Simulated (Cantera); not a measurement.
What does this Cantera script print?

```python
import numpy as np
import cantera as ct

gas_names = """
    CL2 AL2CL6 PbCL2 TiCL3 FeCL3
""".split()
cond_names = """
    AL(cr) AL(L) Fe(a) Fe(c) Fe(d) Fe(L) FeCL2(s) FeCL2(L) Pb(cr) Pb(L) Cs(cr) Cs(L) CsCL(a) CsCL(b)
    CsCL(L) Ti(a) Ti(b) Ti(L)
""".split()


def load(file, names, dense=False):
    # The tables refer to 1 bar. Condensed volumes are neglected.
    table = {s.name: s for s in ct.Species.list_from_file(file)}
    out = []
    for n in names:
        d = dict(table[n].input_data)
        d["thermo"] = dict(d["thermo"], **{"reference-pressure": 1e5})
        if dense:
            d["equation-of-state"] = {"model": "constant-volume", "density": "1e6 g/cm^3"}
        out.append(ct.Species.from_dict(d))
    return out


species = {s.name: s for s in load("nasa_gas.yaml", gas_names) + load("nasa_condensed.yaml", cond_names)}
# Each term lists the table entries of one substance; the one whose range holds T is used.
reactions = {
    '0.6667 Al + Cl2(g) = 0.3333 Al2Cl6(g)':
        [(-0.6666666666666666, ['AL(cr)', 'AL(L)']), (-1, ['CL2']), (0.3333333333333333, ['AL2CL6'])],
    'Fe + Cl2(g) = FeCl2':
        [(-1, ['Fe(a)', 'Fe(c)', 'Fe(d)', 'Fe(L)']), (-1, ['CL2']), (1, ['FeCL2(s)', 'FeCL2(L)'])],
    'Pb + Cl2(g) = PbCl2(g)':
        [(-1, ['Pb(cr)', 'Pb(L)']), (-1, ['CL2']), (1, ['PbCL2'])],
    '2 Cs + Cl2(g) = 2 CsCl':
        [(-2, ['Cs(cr)', 'Cs(L)']), (-1, ['CL2']), (2, ['CsCL(a)', 'CsCL(b)', 'CsCL(L)'])],
    '0.6667 Ti + Cl2(g) = 0.6667 TiCl3(g)':
        [(-0.6666666666666666, ['Ti(a)', 'Ti(b)', 'Ti(L)']), (-1, ['CL2']), (0.6666666666666666, ['TiCL3'])],
    '0.6667 Fe + Cl2(g) = 0.6667 FeCl3(g)':
        [(-0.6666666666666666, ['Fe(a)', 'Fe(c)', 'Fe(d)', 'Fe(L)']), (-1, ['CL2']), (0.6666666666666666, ['FeCL3'])],
}


def pick(names, T):
    return next(species[n] for n in names if species[n].thermo.min_temp <= T <= species[n].thermo.max_temp)


results = []
for label, terms in reactions.items():
    print(label)
    print("     T/K   dH/kJ  dS/(J/K)   dG/kJ   log10 K")
    for T in [823, 873, 923, 973, 1023, 1073]:
        used = [(nu, pick(names, T)) for nu, names in terms]
        dH = sum(nu * s.thermo.h(T) for nu, s in used) / 1e6
        dS = sum(nu * s.thermo.s(T) for nu, s in used) / 1e3
        dG = dH - T * dS / 1e3
        logK = -dG * 1e6 / (ct.gas_constant * T * np.log(10))
        results.append((label, T, dH, dS, dG, logK, [s.name for _, s in used]))
        print(f"{T:8g} {dH:8.1f} {dS:8.1f} {dG:8.1f} {logK:8.2f}")
```

Output:

```
0.6667 Al + Cl2(g) = 0.3333 Al2Cl6(g)
     T/K   dH/kJ  dS/(J/K)   dG/kJ   log10 K
     823   -430.3    -80.4   -364.2    23.11
     873   -430.2    -80.3   -360.1    21.55
     923   -430.2    -80.3   -356.1    20.15
     973   -437.3    -87.8   -351.8    18.89
    1023   -437.2    -87.8   -347.4    17.74
    1073   -437.1    -87.7   -343.0    16.70
Fe + Cl2(g) = FeCl2
     T/K   dH/kJ  dS/(J/K)   dG/kJ   log10 K
     823   -334.1   -116.9   -237.8    15.09
     873   -333.6   -116.4   -232.0    13.88
     923   -333.3   -116.0   -226.2    12.80
     973   -289.8    -70.2   -221.4    11.89
    1023   -289.3    -69.7   -217.9    11.13
    1073   -289.7    -70.1   -214.5    10.44
Pb + Cl2(g) = PbCl2(g)
     T/K   dH/kJ  dS/(J/K)   dG/kJ   log10 K
     823   -183.2     13.4   -194.2    12.33
     873   -183.6     12.9   -194.9    11.66
     923   -184.1     12.3   -195.5    11.06
     973   -184.5     11.9   -196.1    10.53
    1023   -185.0     11.4   -196.7    10.04
    1073   -185.4     11.0   -197.2     9.60
2 Cs + Cl2(g) = 2 CsCl
     T/K   dH/kJ  dS/(J/K)   dG/kJ   log10 K
     823   -872.2   -177.8   -725.9    46.07
     873   -870.6   -175.9   -717.1    42.90
     923   -837.0   -139.3   -708.5    40.09
     973   -834.1   -136.2   -701.6    37.66
    1023   -831.3   -133.3   -694.9    35.48
    1073   -828.4   -130.6   -688.3    33.50
0.6667 Ti + Cl2(g) = 0.6667 TiCl3(g)
     T/K   dH/kJ  dS/(J/K)   dG/kJ   log10 K
     823   -359.8    -32.8   -332.7    21.12
     873   -359.8    -32.9   -331.1    19.81
     923   -359.9    -33.0   -329.4    18.64
     973   -360.0    -33.1   -327.8    17.60
    1023   -360.1    -33.2   -326.1    16.65
    1073   -360.3    -33.4   -324.5    15.80
0.6667 Fe + Cl2(g) = 0.6667 FeCl3(g)
     T/K   dH/kJ  dS/(J/K)   dG/kJ   log10 K
     823   -170.3    -14.1   -158.7    10.07
     873   -170.7    -14.6   -157.9     9.45
     923   -171.2    -15.2   -157.2     8.90
     973   -171.9    -15.9   -156.4     8.40
    1023   -172.9    -16.9   -155.6     7.95
    1073   -174.4    -18.3   -154.7     7.53
```

Cantera with NASA thermochemical tables; ideal gases at 1 bar, condensed phases pure. Condensed species are held in their standard states even where they would react or evaporate.
